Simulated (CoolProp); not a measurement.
Water along the isobar 298 kPa: fugacity coefficient from the reference equation and from simpler models built on Tc = 647.1 K, pc = 22060 kPa, ω = 0.344; each cubic takes its own stable root.

The numbers come from the reference Helmholtz-energy equation of state, Wagner 2002 in CoolProp.

```csv
T (K),phase,reference,van der Waals,Redlich-Kwong,Soave-Redlich-Kwong,Peng-Robinson
301.7,liquid,0.01311,0.9774,0.06007,0.009911,0.01120
310.7,liquid,0.02171,0.9788,0.09357,0.01697,0.01891
319.7,liquid,0.03480,0.9801,0.1411,0.02806,0.03084
328.7,liquid,0.05416,0.9812,0.2068,0.04490,0.04877
337.8,liquid,___,0.9823,0.2962,0.07007,0.07528
346.8,liquid,0.1216,0.9833,0.4126,0.1059,0.1126
355.8,liquid,0.1755,0.9842,___,0.1561,0.1645
364.9,liquid,0.2488,0.9851,0.7535,0.2256,0.2359
373.9,liquid,___,0.9859,0.9793,0.3179,0.3301
382.9,liquid,0.4687,0.9866,0.9806,0.4393,0.4530
391.9,liquid,0.6267,0.9873,0.9817,0.5959,___
401,liquid,0.8275,0.9879,0.9828,0.7972,0.8126
```

### Question
What belongs in the gaps?

### Answer

- 337.8, reference: 0.08237
- 355.8, Redlich-Kwong: 0.5623
- 373.9, reference: 0.3446
- 391.9, Peng-Robinson: 0.6108

At some of these states van der Waals, Redlich-Kwong gives the other phase, because its saturation line lies elsewhere.
